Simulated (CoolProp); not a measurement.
Vapour-liquid equilibrium of ethane (1) + n-perfluorobutane (2) at 207.2 K; x and y are mole fractions of (1).

Values from CoolProp's multi-fluid Helmholtz-energy mixture model, Bücker 2006 and Gao 2022; pair parameters Bell 2016.

### Question
Give the bubble pressure and the first vapour's composition at x = 0.05, 0.425, 0.65. Is there an azeotrope?

### Answer
x = 0.05: 0.04732 MPa, y = 0.943; x = 0.425: 0.2284 MPa, y = 0.990; x = 0.65: 0.2413 MPa, y = 0.991. No azeotrope shows between x = 0.05 and 0.95.

The pair parameters rest on a limited set of measurements; away from them the model extrapolates. With so large a gap from Raoult's law the liquid may split in two, which this calculation doesn't test in full.
